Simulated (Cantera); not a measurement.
Mixture: CO : H2 : CH4 : O2 : N2 = 1 : 0.062 : 0.14 : 0.507 : 1.37 (molar parts), at 10.0 bar, adiabatic and at constant pressure. Ignition delay is the time to a rise of 400 K.

Detailed kinetics in Cantera: GRI-Mech 3.0 (53 species, 325 reactions).

Problem. What does this change do: CH4 0.14 to 0.057 parts?

Solution. 
```
quantity                                                before      after
--------------------------------------------------  ----------  ---------
delay at 1023 K                                        2.72 ms    1.68 ms
delay at 1173 K                                       0.358 ms   0.130 ms
delay at 1323 K                                       0.109 ms    27.3 µs
delay at 1473 K                                        38.6 µs    9.74 µs
delay at 1623 K                                        15.6 µs    4.87 µs
apparent activation energy between 1548 and 1698 K  120 kJ/mol  83 kJ/mol
```
